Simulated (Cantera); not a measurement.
A closed system holds: 1 mol SiC, 0.16 mol H2, held at 2602 °C and 1 atm.

Method: chemical equilibrium by Gibbs-energy minimisation in Cantera with the NASA 1993 tables (ideal gas, pure condensed phases). Candidate condensed phases: C, C6H6, C7H8, C8H18, Si, SiC; 87 gas species. Gases not in the tables: Si2H6 and higher silanes. The numbers say what is thermodynamically allowed, not how fast it happens.

Base state: H2 0.814, H 0.0949, Si 0.0358, C2H2 (acetylene) 0.0205, SiC2 0.0139, Si2C 0.0117, SiH 0.00522, SiH2 0.00179 (mole fractions); condensed: SiC(s).

Question: What changes in the equilibrium state with this change: 0.022 mol Cl2 added?

Answer: 
```json
[
 {"species": "H2", "before": "0.814", "after": "0.635"},
 {"species": "HCl", "before": "0", "after": "0.150"},
 {"species": "H", "before": "0.0949", "after": "0.0838"},
 {"species": "SiCl2", "before": "0", "after": "0.0211"},
 {"species": "Cl", "before": "0", "after": "0.0136"},
 {"species": "Si", "before": "0.0358", "after": "0.0281"},
 {"species": "SiC2", "before": "0.0139", "after": "0.0176"},
 {"species": "Si2C", "before": "0.0117", "after": "0.00918"},
 {"species": "C2H2 (acetylene)", "before": "0.0205", "after": "0.0259"},
 {"species": "SiCl", "before": "0", "after": "0.00832"},
 {"species": "C2HCl", "before": "0", "after": "0.000119"},
 {"species": "SiCl3", "before": "0", "after": "0.000113"},
 {"species": "C3", "before": "3.48e-5", "after": "7.16e-5"},
 {"species": "Si3", "before": "0.000104", "after": "5.07e-5"},
 {"species": "SiC(s), mol", "before": "0.985", "after": "0.980"}
]
```
The tables' values for SiCl, SiCl3 are old estimates; treat these amounts as uncertain.
